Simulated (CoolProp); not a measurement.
C2F6 (R116) at 245.06 K and 0.674 MPa flows at 0.54 m/s in a round tube of 100 mm bore and 0.25 µm roughness, fully developed (64/Re and Nu = 3.66 if laminar; Colebrook and Gnielinski if turbulent). Each further row changes one setting.

Computed with CoolProp (reference Helmholtz-energy equation of state, Lemmon 2006). It is a short technical equation, of lower accuracy than the large ones.

| case | Reynolds number | Darcy friction factor | pressure drop (Pa/m) | heat-transfer coefficient (W/(m² K)) | mass flow (kg/h) |
|---|---|---|---|---|---|
| as stated | 255000 | 0.0149 | 1.18 | 46.2 | 825 |
| velocity 1.08 m/s | 510000 | 0.0131 | 4.15 | 81.0 | 1650 |
| diameter 200 mm | 510000 | 0.0131 | 0.517 | 40.4 | 3300 |

Viscosity comes from a separate model (Huber 2003), an estimate that may be off by 10 % or more. Thermal conductivity comes from a separate model (Huber 2003), an estimate that may be off by 10 % or more.
